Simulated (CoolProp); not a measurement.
Hexamethyldisiloxane (MM) along the isotherm 620 K: fugacity coefficient from the reference equation and from simpler models built on Tc = 518.7 K, pc = 1931 kPa, ω = 0.418; each cubic takes its own stable root.

Values from CoolProp's reference Helmholtz-energy equation of state, Thol 2016.

```json
[
 {"p (kPa)": "241", "phase": "gas", "reference": "0.9770", "Soave-Redlich-Kwong": "0.9792", "Peng-Robinson": "0.9754"},
 {"p (kPa)": "483", "phase": "gas", "reference": "0.9543", "Soave-Redlich-Kwong": "0.9587", "Peng-Robinson": "0.9513"},
 {"p (kPa)": "724", "phase": "gas", "reference": "0.9320", "Soave-Redlich-Kwong": "0.9386", "Peng-Robinson": "0.9279"},
 {"p (kPa)": "966", "phase": "gas", "reference": "0.9101", "Soave-Redlich-Kwong": "0.9188", "Peng-Robinson": "0.9050"},
 {"p (kPa)": "1210", "phase": "gas", "reference": "0.8886", "Soave-Redlich-Kwong": "0.8992", "Peng-Robinson": "0.8825"},
 {"p (kPa)": "1450", "phase": "gas", "reference": "0.8678", "Soave-Redlich-Kwong": "0.8803", "Peng-Robinson": "0.8609"},
 {"p (kPa)": "1690", "phase": "gas", "reference": "0.8476", "Soave-Redlich-Kwong": "0.8617", "Peng-Robinson": "0.8400"},
 {"p (kPa)": "1930", "phase": "gas", "reference": "0.8279", "Soave-Redlich-Kwong": "0.8436", "Peng-Robinson": "0.8196"},
 {"p (kPa)": "2170", "phase": "supercritical", "reference": "0.8088", "Soave-Redlich-Kwong": "0.8259", "Peng-Robinson": "0.7999"},
 {"p (kPa)": "2410", "phase": "supercritical", "reference": "0.7902", "Soave-Redlich-Kwong": "0.8086", "Peng-Robinson": "0.7807"},
 {"p (kPa)": "2660", "phase": "supercritical", "reference": "0.7715", "Soave-Redlich-Kwong": "0.7910", "Peng-Robinson": "0.7614"},
 {"p (kPa)": "2900", "phase": "supercritical", "reference": "0.7541", "Soave-Redlich-Kwong": "0.7747", "Peng-Robinson": "0.7436"}
]
```
